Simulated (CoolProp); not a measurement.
Computed with CoolProp (reference Helmholtz-energy equation of state, Lemmon 2022).

**Question.** Give the vapour pressure (MPa), liquid density (kg/m³), vapour Z, surface tension (mN/m) of saturated R1234yf at 41.55 °C.

**Answer.** 
```tsv
T (°C)	p (MPa)	liquid density (kg/m³)	vapour Z	surface tension (mN/m)
41.55	1.06	1030	0.767	4.23
```

Surface tension comes from a separate correlation (Mulero 2012).
